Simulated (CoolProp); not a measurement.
n-perfluorobutane along the isotherm 410.9 K: density (kg/m³) from the reference equation and from simpler models built on Tc = 386.3 K, pc = 23.22 bar, ω = 0.372; each cubic takes its own stable root.

Values from CoolProp's reference Helmholtz-energy equation of state, Gao 2022.

| p (bar) | phase | reference |
|---|---|---|
| 4.15 | gas | 30.37 |
| 8.29 | gas | 64.17 |
| 12.4 | gas | 102.4 |
| 16.6 | gas | 148.5 |
| 20.7 | gas | 204.0 |
| 24.9 | supercritical | 278.6 |
| 29 | supercritical | 383.0 |
| 33.2 | supercritical | 541.5 |
| 37.3 | supercritical | 701.7 |
| 41.5 | supercritical | 810.5 |
| 45.6 | supercritical | 877.7 |
| 49.8 | supercritical | 925.9 |
| 53.9 | supercritical | 961.7 |
| 58.1 | supercritical | 991.3 |

**Question.** How far does each simpler model (van der Waals, Redlich-Kwong, Soave-Redlich-Kwong, Peng-Robinson) lie from the reference over these 14 states: mean and median of the absolute difference, and the worst?

**Answer.** 
- van der Waals: mean 9.4 %, median 8.2 %, worst -20.9 % at 410.9 K and 58.1 bar
- Redlich-Kwong: mean 4.5 %, median 4.7 %, worst +8.7 % at 410.9 K and 33.2 bar
- Soave-Redlich-Kwong: mean 6.5 %, median 5.9 %, worst -13.6 % at 410.9 K and 41.5 bar
- Peng-Robinson: mean 3.4 %, median 3.0 %, worst -6.5 % at 410.9 K and 41.5 bar
